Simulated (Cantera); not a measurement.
Feed: 1 mol TiO₂, 0.018 mol HCl, a varied amount of O₂, at 1575 K and 1330 Pa.

Equilibrium computed with Cantera from the NASA thermochemical tables; the gas is ideal and each condensed phase is pure. Candidate condensed phases: H₂O, Ti, TiCl₂, TiCl₃, TiCl₄, TiO, TiO₂, Ti₂O₃, Ti₃O₅, Ti₄O₇; 23 gas species. Rates play no part.

x: gas mole fraction; n: condensed amount in mol.

```json
[
 {"n(O₂) (mol)": "0.11", "x O₂": "0.844", "x HCl": "0.104", "x Cl": "0.0326", "x H₂O": "0.0178", "n TiO₂(rutile)": "1.00"},
 {"n(O₂) (mol)": "0.14", "x O₂": "0.872", "x HCl": "0.0824", "x Cl": "0.0283", "x H₂O": "0.0152", "n TiO₂(rutile)": "1.00"},
 {"n(O₂) (mol)": "0.18", "x O₂": "0.897", "x HCl": "0.0644", "x Cl": "0.0242", "x H₂O": "0.0129", "n TiO₂(rutile)": "1.00"},
 {"n(O₂) (mol)": "0.24", "x O₂": "0.920", "x HCl": "0.0481", "x Cl": "0.0201", "x H₂O": "0.0106", "n TiO₂(rutile)": "1.00"},
 {"n(O₂) (mol)": "0.32", "x O₂": "0.938", "x HCl": "0.0356", "x Cl": "0.0166", "x H₂O": "0.00861", "n TiO₂(rutile)": "1.00"},
 {"n(O₂) (mol)": "0.42", "x O₂": "0.952", "x HCl": "(withheld)", "x Cl": "(withheld)", "x H₂O": "(withheld)", "n TiO₂(rutile)": "1.00"},
 {"n(O₂) (mol)": "0.55", "x O₂": "0.963", "x HCl": "0.0199", "x Cl": "0.0113", "x H₂O": "0.00579", "n TiO₂(rutile)": "1.00"},
 {"n(O₂) (mol)": "0.73", "x O₂": "0.971", "x HCl": "0.0145", "x Cl": "0.00922", "x H₂O": "0.00468", "n TiO₂(rutile)": "1.00"},
 {"n(O₂) (mol)": "0.96", "x O₂": "0.978", "x HCl": "(withheld)", "x Cl": "(withheld)", "x H₂O": "(withheld)", "n TiO₂(rutile)": "1.00"},
 {"n(O₂) (mol)": "1.3", "x O₂": "0.983", "x HCl": "0.00752", "x Cl": "0.00599", "x H₂O": "0.00300", "n TiO₂(rutile)": "1.00"},
 {"n(O₂) (mol)": "1.7", "x O₂": "0.987", "x HCl": "0.00550", "x Cl": "0.00488", "x H₂O": "0.00243", "n TiO₂(rutile)": "1.00"},
 {"n(O₂) (mol)": "2.2", "x O₂": "0.990", "x HCl": "0.00406", "x Cl": "0.00399", "x H₂O": "0.00198", "n TiO₂(rutile)": "1.00"},
 {"n(O₂) (mol)": "2.9", "x O₂": "0.992", "x HCl": "0.00292", "x Cl": "0.00321", "x H₂O": "0.00158", "n TiO₂(rutile)": "1.00"}
]
```

Problem. Some entries are withheld; supply them.

Solution. 
- 0.42, x HCl: 0.0266
- 0.42, x Cl: 0.0137
- 0.42, x H₂O: 0.00707
- 0.96, x HCl: 0.0107
- 0.96, x Cl: 0.00753
- 0.96, x H₂O: 0.00380
